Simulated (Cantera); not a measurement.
Input: 1 mol HBr, 0.91 mol H2, held at 2752 °C and 1 atm.

Method: chemical equilibrium by Gibbs-energy minimisation in Cantera with the NASA 1993 tables (ideal gas, pure condensed phases). Candidate condensed phases: Br2; 5 gas species. The numbers say what is thermodynamically allowed, not how fast it happens.

Base state: H2 0.458, Br 0.252, HBr 0.176, H 0.115, Br2 0.000200 (mole fractions); condensed: gas only.

### Question
What changes in the equilibrium state with this change: temperature from 2752 °C to 302 °C?

### Answer
```
species    before  after
-------  --------  -----
HBr         0.176  0.524
H2          0.458  0.476
Br          0.252  <1e-9
H           0.115  <1e-9
Br2      0.000200  <1e-9
```
